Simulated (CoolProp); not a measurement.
Vapour-liquid equilibrium of m-xylene (1) + n-decane (2) at 0.501 MPa; x and y are mole fractions of (1).

Model: multi-fluid Helmholtz-energy mixture model, Zhou 2012 and Lemmon 2006; pair parameters Bell 2016, in CoolProp.

Q: Give the bubble temperature and the first vapour's composition at x = 0.05, 0.575, 0.725. Is there an azeotrope?

A: x = 0.05: 520.2 K, y = 0.084; x = 0.575: 497.7 K, y = 0.708; x = 0.725: 492.4 K, y = 0.827. No azeotrope shows between x = 0.05 and 0.95.

The pair parameters rest on a limited set of measurements; away from them the model extrapolates.
